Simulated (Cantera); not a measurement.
What does this Cantera script print?

```python
import numpy as np
import cantera as ct

gas = ct.Solution("gri30.yaml")
gas.TPX = 650, 220000, {'CH4': 1, 'H2': 0.29, 'O2': 1.53, 'N2': 5.76}
flame = ct.FreeFlame(gas, width=0.023)
flame.set_refine_criteria(ratio=3, slope=0.08, curve=0.16)
flame.transport_model = "mixture-averaged"
flame.solve(loglevel=0, auto=True)
flame.transport_model = "multicomponent"
flame.soret_enabled = True
flame.solve(loglevel=0, refine_grid=True)
z, T = flame.grid, flame.T
thick = (T[-1] - T[0]) / np.gradient(T, z).max()
show = ['CH4', 'H2', 'O2', 'O', 'H2O', 'CH2CO']
print(f"laminar burning velocity  {flame.velocity[0] * 100:.3f} cm/s")
print(f"burnt temperature         {T[-1]:.1f} K")
print(f"thermal thickness         {thick * 1e3:.4f} mm")
print(f"grid points               {len(z)}")
z0 = z[flame.heat_release_rate.argmax()]
print(f"{'z/mm':>9s}{'T/K':>9s}{'u/(m/s)':>9s}" + "".join(f"{s:>11s}" for s in show))
rows = []
for k in (-3, -2, -1.5, -1, -0.5, -0.25, 0, 0.25, 0.5, 1, 2, 4, 8):
    zz = z0 + k * thick
    rows.append([k * thick, np.interp(zz, z, T), np.interp(zz, z, flame.velocity),
                 *(np.interp(zz, z, flame.X[gas.species_index(s)]) for s in show)])
    print(f"{rows[-1][0] * 1e3:9.3f}{rows[-1][1]:9.1f}{rows[-1][2]:9.3f}" + "".join(f"{x:11.3e}" for x in rows[-1][3:]))
```

Result:

```
laminar burning velocity  82.998 cm/s
burnt temperature         2255.8 K
thermal thickness         0.2276 mm
grid points               143
     z/mm      T/K  u/(m/s)        CH4         H2         O2          O        H2O      CH2CO
   -0.683    650.7    0.831  1.164e-01  3.402e-02  1.783e-01  3.176e-13  1.151e-04  7.905e-09
   -0.455    655.9    0.838  1.157e-01  3.448e-02  1.780e-01  1.447e-11  9.044e-04  1.346e-07
   -0.341    673.6    0.862  1.139e-01  3.528e-02  1.771e-01  4.162e-10  3.319e-03  9.508e-07
   -0.228    778.3    1.000  1.052e-01  3.831e-02  1.696e-01  5.859e-08  1.612e-02  1.298e-05
   -0.114   1213.3    1.588  7.223e-02  4.826e-02  1.284e-01  7.585e-06  6.697e-02  1.463e-04
   -0.057   1596.5    2.122  4.066e-02  5.584e-02  8.415e-02  5.981e-05  1.137e-01  3.336e-04
    0.000   1942.7    2.621  1.243e-02  6.065e-02  3.765e-02  2.033e-04  1.585e-01  2.697e-04
    0.057   2115.7    2.869  2.213e-03  6.068e-02  1.201e-02  2.608e-04  1.806e-01  6.450e-05
    0.114   2172.1    2.945  3.847e-04  6.041e-02  3.500e-03  2.233e-04  1.863e-01  1.296e-05
    0.228   2199.2    2.976  2.170e-05  6.139e-02  4.775e-04  1.649e-04  1.865e-01  1.165e-06
    0.455   2215.4    2.993  4.648e-07  6.248e-02  1.465e-04  1.097e-04  1.861e-01  3.775e-08
    0.910   2231.1    3.012  5.653e-09  6.295e-02  7.877e-05  6.068e-05  1.869e-01  4.053e-10
    1.821   2244.4    3.027  6.748e-11  6.323e-02  3.636e-05  2.817e-05  1.878e-01  3.019e-12
```

Model: GRI-Mech 3.0 (53 species, 325 reactions), integrated in Cantera. Burning velocities carry a grid error of a few per cent, more on coarse grids.
